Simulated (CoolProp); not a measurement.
Tetradecamethylhexasiloxane (MD4M) along the isobar 1300 kPa: density (kg/m³) from the reference equation and from simpler models built on Tc = 653.2 K, pc = 828.6 kPa, ω = 0.800; each cubic takes its own stable root.

Model: reference Helmholtz-energy equation of state, Thol 2019, in CoolProp.

| T (K) | phase | reference | van der Waals | Peng-Robinson |
|---|---|---|---|---|
| 420.3 | liquid | 770.2 | 434.7 | 765.7 |
| 424.8 | liquid | 765.6 | 432.9 | 762.6 |
| 429.4 | liquid | ? | 431.1 | 759.3 |
| 434 | liquid | 756.4 | 429.2 | 755.9 |
| 438.6 | liquid | 751.7 | 427.4 | 752.5 |
| 443.1 | liquid | 747.1 | 425.5 | 749.0 |
| 447.7 | liquid | 742.4 | 423.6 | 745.4 |
| 452.3 | liquid | 737.6 | 421.7 | 741.7 |
| 456.8 | liquid | 733.0 | 419.8 | ? |
| 461.4 | liquid | 728.2 | 417.9 | 734.2 |
| 466 | liquid | 723.3 | 415.9 | 730.3 |
| 470.6 | liquid | 718.5 | 413.9 | 726.2 |
| 475.1 | liquid | 713.7 | 412.0 | 722.2 |
| 479.7 | liquid | ? | ? | 718.0 |
| 484.3 | liquid | 703.8 | 407.9 | 713.6 |
| 488.8 | liquid | 698.9 | 405.8 | ? |

### Question
What belongs in the gaps?

### Answer

- 429.4, reference: 761.0
- 456.8, Peng-Robinson: 738.0
- 479.7, reference: 708.7
- 479.7, van der Waals: 409.9
- 488.8, Peng-Robinson: 709.3
